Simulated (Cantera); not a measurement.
An isothermal, constant-pressure homogeneous reactor starts with CH4 : CO2 = 1 : 1.4 (molar parts), at 1925 K and 0.118 atm.

Model: GRI-Mech 3.0 (53 species, 325 reactions), integrated in Cantera.

One state of this run: x CH4 = 0.000319; x CO2 = 0.0222; x OH = 2.54e-5; x C2H6 = 2.06e-9; x CH2O = 8.05e-8; x C2H4 = 2.97e-7; x CH3 = 2.67e-5. x: mole fraction; the columns are a selection and need not sum to one.

**Question.** Which value of t (s) does it belong to?
A) 0.00191
B) 0.00524
C) 0.802
D) 0.0143

**Answer.** C, 0.802
